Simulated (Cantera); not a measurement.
What does this Cantera script print?

```python
import numpy as np
import cantera as ct

gas_names = [...]  # 116 gases of nasa_gas.yaml made of C, H, Mg, O
cond_names = """
    C(gr) C6H6(L) C7H8(L) C8H18(L),n-octa H2O(s) H2O(L) Mg(cr) Mg(L) MgCO3(s) MgO(s) MgO(L) MgO2H2(s)
""".split()


# ... load() reads the species with a 1 bar reference pressure and builds the phases ...
atoms = {
    'MgCO3': {'Mg': 1, 'C': 1, 'O': 3},
    'H2': {'H': 2},
    'CO2': {'C': 1, 'O': 2},
}
top_T = {'C(gr)': 4500}  # K; cautious upper limits of use, not melting points


# ... equilibrate(T, P, feed) seeds the gas with the atoms and calls Mixture.equilibrate('TP', solver="vcs", rtol=1e-11, max_steps=5000) ...
results = []
feed = {'MgCO3': 1, 'H2': 5.2, 'CO2': 1.4}  # mol
P = 13332.2  # Pa
for T in [500, 600, 700, 800, 900, 1000, 1100, 1200, 1300]:
    mix = equilibrate(T, P, feed)
    results.append((T, P, feed, dict(zip(mix.species_names, mix.species_moles))))

top = {s: max(r[3][s] / sum(r[3][g] for g in gas_names) for r in results) for s in gas_names}
cols = sorted((s for s in top if top[s] > 1e-06), key=lambda s: -top[s])[:6]
seen = [c for c in cond_names if any(r[3].get(c, 0) > 1e-12 for r in results)]
print("log10 of partial pressures in bar; condensed amounts in mol")
print(f"{'T/K':>10s}" + "".join(f"{s[:9]:>10s}" for s in cols + seen))
for T, P, feed, n in results:
    ng = sum(n[g] for g in gas_names)
    print(f"{T:10.4g}" + "".join(f"{np.log10(max(n[s] / ng * P / 1e5, 1e-99)):10.3f}" for s in cols)
          + "".join(f"{n.get(c, 0):10.4g}" for c in seen))
```

Output:

```
log10 of partial pressures in bar; condensed amounts in mol
       T/K       H2O        H2       CH4        CO       CO2         H     C(gr)  MgCO3(s)    MgO(s)
       500    -1.084    -2.280    -1.385    -5.673    -2.339   -21.298         0         1         0
       600    -1.167    -1.804    -1.633    -3.673    -1.585   -17.237    0.4242         0         1
       700    -1.330    -1.389    -1.848    -2.573    -1.540   -14.292     0.352         0         1
       800    -1.604    -1.199    -2.314    -1.819    -1.599   -12.137         0         0         1
       900    -1.625    -1.171    -3.643    -1.634    -1.726   -10.518         0         0         1
      1000    -1.576    -1.189    -4.991    -1.577    -1.807    -9.239         0         0         1
      1100    -1.539    -1.205    -6.109    -1.539    -1.879    -8.190         0         0         1
      1200    -1.512    -1.218    -7.042    -1.512    -1.944    -7.314         0         0         1
      1300    -1.493    -1.229    -7.831    -1.493    -2.003    -6.571         0         0         1
```

Method: chemical equilibrium by Gibbs-energy minimisation in Cantera with the NASA 1993 tables (ideal gas, pure condensed phases).
